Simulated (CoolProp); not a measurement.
n-hexane along the isobar 3550 kPa: Z from the reference equation and from simpler models built on Tc = 507.8 K, pc = 3044 kPa, ω = 0.300; each cubic takes its own stable root.

The numbers come from the reference Helmholtz-energy equation of state, Thol 2019 in CoolProp.

```tsv
T (K)	phase	reference
504.5	liquid	0.1956
510.9	supercritical	0.2125
517.3	supercritical	0.2694
523.6	supercritical	0.4061
530	supercritical	0.4830
536.4	supercritical	0.5341
542.7	supercritical	0.5728
549.1	supercritical	0.6049
555.5	supercritical	0.6322
561.8	supercritical	0.6556
568.2	supercritical	0.6767
574.5	supercritical	0.6953
580.9	supercritical	0.7124
587.3	supercritical	0.7280
593.6	supercritical	0.7421
600	supercritical	0.7553
```

Q: How far does each simpler model (van der Waals, Redlich-Kwong) lie from the reference over these 16 states: mean and median of the absolute difference, and the worst?

A: 
- van der Waals: mean 12.4 %, median 5.2 %, worst +52.1 % at 504.5 K and 3550 kPa
- Redlich-Kwong: mean 6.7 %, median 3.3 %, worst +26.2 % at 504.5 K and 3550 kPa
